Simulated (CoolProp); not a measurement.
Isohexane along the isotherm 550 K: density (kg/m³) from the reference equation and from simpler models built on Tc = 497.7 K, pc = 3.043 MPa, ω = 0.280; each cubic takes its own stable root.

Computed with CoolProp (reference Helmholtz-energy equation of state, Lemmon 2006). It is a short technical equation, of lower accuracy than the large ones.

```csv
p (MPa),phase,reference,ideal gas,van der Waals,Redlich-Kwong,Soave-Redlich-Kwong,Peng-Robinson
1.01,gas,20.81,19.03,20.74,20.88,20.75,21.00
2.03,gas,46.80,38.25,46.63,47.13,46.32,47.51
3.04,gas,80.94,57.29,81.94,82.10,78.98,82.13
4.06,supercritical,131.2,76.51,145.4,136.0,124.5,131.2
5.07,supercritical,206.1,95.54,216.6,209.7,183.5,195.2
6.09,supercritical,278.2,114.8,247.7,262.0,236.2,253.7
7.1,supercritical,319.6,133.8,266.3,294.3,272.1,294.7
8.11,supercritical,345.9,152.8,279.8,317.4,298.2,324.6
9.13,supercritical,365.0,172.1,290.5,335.8,318.6,348.1
10.1,supercritical,379.3,190.3,299.0,350.2,334.6,366.5
11.2,supercritical,392.5,211.1,307.2,364.1,349.8,384.0
12.2,supercritical,402.6,229.9,313.6,375.1,361.8,397.7
13.2,supercritical,411.5,248.7,319.4,384.9,372.4,409.9
14.2,supercritical,419.3,267.6,324.6,393.7,382.0,420.8
15.2,supercritical,426.4,286.4,329.3,401.7,390.7,430.7
```
